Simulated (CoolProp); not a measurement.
Saturation properties of isopentane.

Model: reference Helmholtz-energy equation of state, Lemmon 2006, in CoolProp. It is a short technical equation, of lower accuracy than the large ones.

| T (°C) | p (MPa) | liquid density (kg/m³) | vapour density (kg/m³) | enthalpy of vaporisation (kJ/kg) | liquid cp (kJ/(kg K)) | surface tension (mN/m) |
|---|---|---|---|---|---|---|
| 0.75 | 0.03568 | 639.0 | 1.155 | 363.1 | 2.153 | 17.1 |
| 5.65 | 0.04385 | 634.2 | 1.399 | 359.7 | [?] | 16.6 |
| 10.55 | 0.05346 | 629.4 | [?] | 356.2 | 2.200 | 16.0 |
| 15.45 | 0.06467 | [?] | 2.009 | 352.6 | 2.225 | 15.5 |
| 20.45 | 0.07794 | 619.6 | 2.391 | 348.9 | [?] | 14.9 |
| 25.35 | 0.09294 | 614.6 | 2.819 | 345.2 | 2.276 | 14.4 |
| 30.25 | [?] | 609.6 | [?] | 341.4 | 2.302 | 13.9 |
| 35.15 | 0.1296 | 604.5 | 3.850 | 337.5 | 2.328 | 13.4 |
| 40.05 | 0.1517 | 599.3 | 4.465 | 333.6 | 2.355 | 12.8 |
| 44.95 | 0.1767 | 594.1 | 5.154 | 329.5 | 2.382 | 12.3 |
| 49.85 | 0.2046 | 588.8 | [?] | 325.4 | 2.411 | 11.8 |
| 54.75 | 0.2358 | 583.4 | 6.779 | 321.1 | 2.439 | 11.3 |
| 59.65 | 0.2705 | 577.9 | 7.728 | 316.7 | [?] | 10.8 |

Some entries are withheld; supply them.


- 5.65, liquid cp (kJ/(kg K)): 2.176
- 10.55, vapour density (kg/m³): 1.683
- 15.45, liquid density (kg/m³): 624.6
- 20.45, liquid cp (kJ/(kg K)): 2.250
- 30.25, p (MPa): 0.1101
- 30.25, vapour density (kg/m³): 3.303
- 49.85, vapour density (kg/m³): 5.923
- 59.65, liquid cp (kJ/(kg K)): 2.469

It boils at 27.8 °C under 1 atm.

Surface tension comes from a separate correlation (Mulero 2012).
